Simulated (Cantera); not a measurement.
Charge: 1 mol Fe2O3, a varied amount of C, 0.32 mol H2, 12 mol CO, equilibrated at 2473 K and 0.00133 bar.

These are equilibrium values from Cantera (NASA tables, ideal gas, pure condensed phases), not measurements of a reactor. Candidate condensed phases: C, C6H6, C7H8, C8H18, Fe, Fe(CO)5, FeO, Fe(OH)2, Fe(OH)3, Fe2O3, Fe3O4, H2O; 114 gas species. The numbers say what is thermodynamically allowed, not how fast it happens.

x: gas mole fraction; n: condensed amount in mol.

```csv
n(C) (mol),x CO,x Fe,x CO2,x O,x H,x O2,n C(graphite)
0.47,0.700,0.122,0.0874,0.0379,0.0284,0.0119,0
0.61,0.708,0.121,0.0833,0.0356,0.0285,0.0106,0
0.8,0.720,0.121,0.0775,0.0326,0.0287,0.00885,0
1,0.732,0.120,0.0713,0.0295,0.0289,0.00724,0
1.3,0.751,0.119,[?],[?],0.0292,[?],0
1.8,0.781,0.118,0.0446,0.0173,0.0298,0.00249,0
2.3,0.811,0.116,0.0266,0.00993,0.0303,0.000819,0
3,0.853,0.114,4.96e-7,1.76e-7,0.0312,<1e-12,0
3.9,0.852,0.114,4.11e-9,1.46e-9,0.0311,<1e-12,0.883
5,0.852,0.114,4.11e-9,1.46e-9,0.0311,<1e-12,[?]
6.6,0.852,0.114,4.11e-9,1.46e-9,0.0311,<1e-12,3.58
```

Some entries are withheld; supply them.


- 5, n C(graphite): 1.98
- 1.3, x CO2: 0.0616
- 1.3, x O: 0.0249
- 1.3, x O2: 0.00514
